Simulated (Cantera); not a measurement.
# Thermodynamics of titanium nitride, carbide and oxide coatings, feed TiCl₄ + CH₄

Feed: 1 mol TiCl₄, 1.4 mol CH₄, held at 84000 Pa.

Cantera equilibrium calculation (NASA polynomials, part measured and part estimated; ideal gas, pure solids and liquids). Candidate condensed phases: C, C₆H₆, C₇H₈, C₈H₁₈, Ti, TiC, TiCl₂, TiCl₃, TiCl₄; 96 gas species. The tables' values for TiCl₂ are old estimates; treat these amounts as uncertain. TiC: taken at fixed stoichiometry. Kinetics and transport are ignored.

```
T (°C)  x HCl   x H₂  x TiCl₃  x TiCl₄   x TiCl₂      x Cl       x H  n C(graphite)  n TiC(s)
------  -----  -----  -------  -------  --------  --------  --------  -------------  --------
1402    0.473  0.399   0.0723   0.0545  0.000357   7.41e-5   8.00e-5          0.959     0.440
1477    0.503  0.378   0.0754   0.0423  0.000635  0.000160  0.000156          0.925     0.474
1552    0.528  0.360   0.0769   0.0327   0.00106  0.000323  0.000288          0.895     0.504
1627    0.550  0.345   0.0769   0.0253   0.00168  0.000612  0.000508          0.868     0.531
1702    0.569  0.331   0.0758   0.0195   0.00255   0.00110  0.000859          0.843     0.555
1777    0.584  0.320   0.0738   0.0151   0.00371   0.00189   0.00140          0.820     0.577
1852    0.597  0.309   0.0711   0.0117   0.00522   0.00312   0.00220          0.800     0.595
1927    0.607  0.300   0.0678  0.00912   0.00710   0.00495   0.00337          0.781     0.612
```
x: gas mole fraction; n: condensed amount in mol.

From 1402 °C to 1927 °C the condensed part is C(graphite) + TiC(s). The main Ti-bearing gas is TiCl₃ throughout. The share of Ti in condensed phases is highest at 1927 °C (61.2 %) and lowest at 1402 °C (44.0 %).
